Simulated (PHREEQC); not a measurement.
Dissolve 0.013 mol Na2HAsO4 and 0.0014 mol NaOH per kg of water at 20 °C. Closed to the air; pH follows from the charge balance.

All values are PHREEQC results (ion-association model, wateq4f.dat), not measurements.

```
quantity                  before    after
------------------------  ------  -------
pH                         10.32    11.30
ionic strength (mol/kgw)  0.0429  0.00140
```

**Question.** What was changed between the two runs?
A. Na2HAsO4 left out
B. diluted 5-fold with water
C. NaOH replaced by Na2HPO4 at the same molality
D. Na2HAsO4 from 0.013 to 0.065 mol/kgw

**Answer.** A, Na2HAsO4 left out

This is a speciation only: nothing precipitates in the calculation.
